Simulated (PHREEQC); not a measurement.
**Polishing slurry liquid: speciation**

Make-up at 20 °C: 0.013 mol HNO3 and 0.0085 mol Fe(NO3)3 per kg of water. Closed to the air; pH follows from the charge balance.

Model: ion-association model, phreeqc.dat, run in PHREEQC.

No solid was allowed to form.

Question: Estimate the pH.

Answer: pH 1.90.

Question: In which forms is Fe present?

Answer: Fe+3 78 %, FeOH+2 15 %, Fe2(OH)2+4 7.0 % of the Fe.

Examples of supersaturated solids here: Hematite (slow to form), Goethite (slow to form). Others may be too. Species that the database lacks are ignored.
